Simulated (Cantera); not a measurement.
**Hydrocarbon pyrolysis for carbon deposition**

An isothermal, constant-pressure homogeneous reactor starts with 17.9 % CH4, 82.1 % N2, at 1475 K and 0.276 atm.

Detailed kinetics in Cantera: GRI-Mech 3.0 (53 species, 325 reactions). GRI-Mech 3.0 stops at C3 and has no aromatics, soot or wall deposition, so with more carbon than oxygen in the feed, carbon stays in small species such as C2H2 where larger ones or solid carbon would form.

```csv
t (s),x CH4,x CH2,x H,x CH3,x C2H4
0.000800,0.179,7.12e-11,1.32e-8,1.78e-5,7.28e-8
0.00165,0.179,2.59e-10,1.50e-8,3.41e-5,5.93e-7
0.00341,0.178,7.06e-10,1.95e-8,5.65e-5,3.97e-6
0.00706,0.178,1.39e-9,2.79e-8,7.96e-5,1.98e-5
0.0146,0.178,2.57e-9,4.74e-8,0.000109,8.35e-5
0.0301,0.177,4.56e-9,1.02e-7,0.000145,0.000327
0.0622,0.175,6.68e-9,2.57e-7,0.000175,0.00106
0.129,0.169,6.79e-9,5.97e-7,0.000173,0.00216
0.266,0.159,5.36e-9,1.14e-6,0.000149,0.00233
0.549,0.143,4.04e-9,1.91e-6,0.000122,0.00160
1.13,0.120,3.01e-9,2.94e-6,9.66e-5,0.00107
2.34,0.0914,2.19e-9,4.31e-6,7.16e-5,0.000871
4.84,0.0595,1.53e-9,6.07e-6,4.81e-5,0.000959
10.0,0.0320,9.93e-10,8.16e-6,2.84e-5,0.00121
```
x: mole fraction; the columns are a selection and need not sum to one.

Equilibrium at this temperature and pressure: CH4 0.00601, CH2 2.71e-10, H 1.15e-5, CH3 6.40e-6, C2H4 0.000789 (gas phase only).
